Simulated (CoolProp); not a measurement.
Vapour-liquid equilibrium of R22 (1) + R152A (2) at 2390 kPa; x and y are mole fractions of (1).

Values from CoolProp's multi-fluid Helmholtz-energy mixture model, Kamei 1995 and Outcalt 1996; pair parameters Bell 2016.

```json
[
 {"x": "0.05", "bubble temperature (K)": "353.2", "y at the bubble point": "0.060", "dew temperature at overall composition x (K)": "353.4", "liquid density (mol/L)": "___"},
 {"x": "0.2", "bubble temperature (K)": "350.4", "y at the bubble point": "0.237", "dew temperature at overall composition x (K)": "___", "liquid density (mol/L)": "11.14"},
 {"x": "0.35", "bubble temperature (K)": "347.4", "y at the bubble point": "0.406", "dew temperature at overall composition x (K)": "___", "liquid density (mol/L)": "11.31"},
 {"x": "0.5", "bubble temperature (K)": "344.2", "y at the bubble point": "0.566", "dew temperature at overall composition x (K)": "345.6", "liquid density (mol/L)": "11.48"},
 {"x": "0.65", "bubble temperature (K)": "340.8", "y at the bubble point": "0.714", "dew temperature at overall composition x (K)": "___", "liquid density (mol/L)": "11.64"},
 {"x": "0.8", "bubble temperature (K)": "337.3", "y at the bubble point": "0.848", "dew temperature at overall composition x (K)": "338.6", "liquid density (mol/L)": "___"},
 {"x": "0.95", "bubble temperature (K)": "333.7", "y at the bubble point": "0.965", "dew temperature at overall composition x (K)": "334.2", "liquid density (mol/L)": "11.93"}
]
```

**Question.** Some entries are withheld; supply them.

**Answer.** 
- 0.05, liquid density (mol/L): 10.97
- 0.2, dew temperature at overall composition x (K): 351.0
- 0.35, dew temperature at overall composition x (K): 348.4
- 0.65, dew temperature at overall composition x (K): 342.4
- 0.8, liquid density (mol/L): 11.79

No azeotrope shows between x = 0.05 and 0.95.

The pair parameters rest on a limited set of measurements; away from them the model extrapolates.
